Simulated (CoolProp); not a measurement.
Vapour-liquid equilibrium of diethyl ether (1) + acetone (2) at 1.21 bar; x and y are mole fractions of (1).

Computed with CoolProp (multi-fluid Helmholtz-energy mixture model, Thol 2014 and Lemmon 2006; pair parameters Bell 2016).

| x | bubble temperature, mixture model (K) | bubble temperature, Raoult's law (K) | y, mixture model | y, Raoult's law |
|---|---|---|---|---|
| 0.05 | 331.8 | 333.0 | 0.128 | 0.095 |
| 0.15 | 327.0 | 330.2 | 0.329 | 0.263 |
| 0.25 | 323.1 | 327.6 | 0.474 | 0.405 |
| 0.35 | 320.2 | 325.2 | 0.580 | 0.527 |
| 0.45 | 317.9 | 322.9 | 0.658 | 0.630 |
| 0.55 | 316.2 | 320.8 | 0.721 | 0.720 |
| 0.65 | 314.9 | 318.8 | 0.775 | 0.797 |
| 0.75 | 313.9 | 316.9 | 0.826 | 0.865 |
| 0.85 | 313.2 | 315.2 | 0.882 | 0.924 |
| 0.95 | 312.7 | 313.5 | 0.954 | 0.976 |

The largest gap from Raoult's law is -5.0 K in bubble temperature, at x = 0.45. No azeotrope shows between x = 0.05 and 0.95.

The pair parameters rest on a limited set of measurements; away from them the model extrapolates.
